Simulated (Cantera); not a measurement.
## Thermodynamics of boron, boron nitride and boron oxide, feed BF₃ + H₂O + H₂

A closed system holds: 1 mol BF₃, a varied amount of H₂O, 7.2 mol H₂, held at 5.10 mbar.

Cantera equilibrium calculation (NASA polynomials, part measured and part estimated; ideal gas, pure solids and liquids). Candidate condensed phases: B, B₂O₃, B₃O₃H₃, H₂O; 43 gas species. The tables' values for BF₂ are old estimates. Gases not in the tables: H₃BO₃. Rates play no part.

Question: Map the stable condensed phases over T = 577, 627, 677, 727, 777, 827, 877, 927, 977, 1027, 1077 °C and n(H₂O) in mol = 0.56, 1.2, 1.8, 2.3, 2.9, 3.5, 4.1, 4.7, 5.3, 5.9.

Answer: 
```
T in °C \ n(H₂O) in mol
         0.56  1.2  1.8  2.3  2.9  3.5  4.1  4.7  5.3  5.9
   1077     A    A    A    A    A    A    A    A    A    A
   1027     A    A    A    A    A    A    A    B    B    A
    977     A    A    B    B    B    B    B    B    B    B
    927     A    B    B    B    B    B    B    B    B    B
    877     B    B    B    B    B    B    B    B    B    B
    827     B    B    B    B    B    B    B    B    B    B
    777     B    B    B    B    B    B    B    B    B    B
    727     B    B    B    B    B    B    B    B    B    B
    677     B    B    B    B    B    B    B    B    B    B
    627     B    B    B    B    B    B    B    B    B    B
    577     B    B    B    B    B    B    B    B    B    B
```
A: gas only; B: B₂O₃.
